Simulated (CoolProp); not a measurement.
The numbers come from the reference Helmholtz-energy equation of state, Lemmon 2006 in CoolProp. It is a short technical equation, of lower accuracy than the large ones.

Question: For carbon monoxide, give the phase and the cp (kJ/(kg K)) at 259.9 K and 0.121 MPa; 302.8 K and 0.0113 MPa; 125.9 K and 0.688 MPa.

Answer: 
- 259.9 K and 0.121 MPa: gas; cp 1.04
- 302.8 K and 0.0113 MPa: gas; cp 1.04
- 125.9 K and 0.688 MPa: gas; cp 1.18
